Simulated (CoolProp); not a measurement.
Saturation properties of octamethyltrisiloxane (MDM) (Tc = 565.4 K, pc = 1.438 MPa, ω = 0.528).

Model: reference Helmholtz-energy equation of state, Thol 2017, in CoolProp.

```tsv
T (K)	p (MPa)	liquid density (kg/m³)	vapour density (kg/m³)	enthalpy of vaporisation (kJ/kg)	surface tension (mN/m)
334.8	0.003954	777.8	0.3382	190.0	13.4
349	0.007599	762.9	0.6263	184.4	12.2
363.2	0.01368	747.6	___	178.8	___
377.5	0.02334	731.9	1.805	173.1	9.87
391.7	0.03778	715.9	2.847	167.3	8.79
405.9	0.05857	699.3	4.321	161.3	7.75
420.1	0.08746	682.1	6.347	155.1	6.75
434.4	0.1267	664.0	9.093	___	5.79
448.6	0.1780	645.1	12.70	___	4.89
462.8	0.2437	625.1	17.41	134.3	4.03
477	0.3264	603.6	23.54	126.3	3.23
491.3	0.4296	580.1	31.57	117.5	2.49
505.5	0.5550	554.3	___	107.8	1.81
519.7	0.7065	524.8	56.25	96.43	1.20
533.9	___	489.5	76.41	82.68	0.685
```

Question: Complete the blanks.

Answer: 
- 363.2, vapour density (kg/m³): 1.090
- 363.2, surface tension (mN/m): 11.0
- 434.4, enthalpy of vaporisation (kJ/kg): 148.5
- 448.6, enthalpy of vaporisation (kJ/kg): 141.6
- 505.5, vapour density (kg/m³): 42.07
- 533.9, p (MPa): 0.8886

It boils at 425.6 K under 1 atm.

Surface tension comes from a separate correlation (Mulero 2014), older than this fluid's equation and unchecked against measurements.
